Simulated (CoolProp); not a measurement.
Carbon monoxide at 298.15 K and 0.321 MPa is throttled through a valve to 0.187 MPa with no heat exchange. Each further row changes one setting.

The numbers come from the reference Helmholtz-energy equation of state, Lemmon 2006 in CoolProp. It is a short technical equation, of lower accuracy than the large ones.

```
case                        temperature change (K)  final density (kg/m³)
--------------------------  ----------------------  ---------------------
as stated                                     -0.3                   2.12
outlet pressure 0.0561 MPa                    -0.7                  0.635
outlet pressure 0.243 MPa                     -0.2                   2.75
```
